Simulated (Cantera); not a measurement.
A freely propagating, adiabatic, planar premixed flame of 33.5 % H2, 14.0 % O2, 52.6 % N2, equivalence ratio 1.2, unburnt at 500 K and 500000 Pa; multicomponent+Soret transport, grid criteria slope 0.08 and curve 0.16, no radiation.

Model: the H2/O2 subset of GRI-Mech 3.0, which has no nitrogen chemistry, integrated in Cantera. The hydrogen kinetics of GRI-Mech 3.0 are dated; newer H2 mechanisms differ, most at raised pressure. Burning velocities carry a grid error of a few per cent, more on coarse grids.

### Question
Predict: laminar burning velocity; thermal thickness; peak x(O); peak x(H); peak x(HO2).

### Answer
- laminar burning velocity = 548 cm/s
- thermal thickness = 0.0524 mm
- peak x(O) = 0.00655
- peak x(H) = 0.0393
- peak x(HO2) = 0.00107
